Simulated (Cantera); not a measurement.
Charge: 1 mol Al₂O₃, 1.3 mol SiCl₄, 9.7 mol Cl₂, held at 477 °C and 7500 Pa.

Method: chemical equilibrium by Gibbs-energy minimisation in Cantera with the NASA 1993 tables (ideal gas, pure condensed phases). Candidate condensed phases: Al, AlCl₃, Al₂O₃, Al₂SiO₅, Al₆Si₂O₁₃, Si, SiO₂; 26 gas species. Condensed phases not in the tables: AlOCl, alloys, solid solutions and most ternary compounds. The numbers say what is thermodynamically allowed, not how fast it happens.

Base state: Cl₂ 0.871, SiCl₄ 0.0716, AlCl₃ 0.0551, Al₂Cl₆ 0.00250 (mole fractions); condensed: Al₂O₃(s) + Al₂SiO₅(andalusite).

### Question
What changes in the equilibrium state with this change: temperature from 477 °C to 902 °C?

### Answer
```
species                    before    after
------------------------  -------  -------
Cl₂                         0.871    0.839
AlCl₃                      0.0551    0.142
Cl                        9.24e-6   0.0121
SiCl₄                      0.0716  0.00640
Al₂Cl₆                    0.00250  1.97e-5
Al₂O₃(s), mol               0.163        0
Al₂SiO₅(andalusite), mol    0.502    0.182
SiO₂(β-quartz), mol             0     1.04
```
Mutual solubility and eutectic melting of coexisting phases are not modelled. The tables hold silica as quartz up to 1696 K and as liquid above; real silica turns to tridymite and cristobalite and melts near 1996 K. Condensed phases not in the tables: alloys, solid solutions and most ternary compounds.
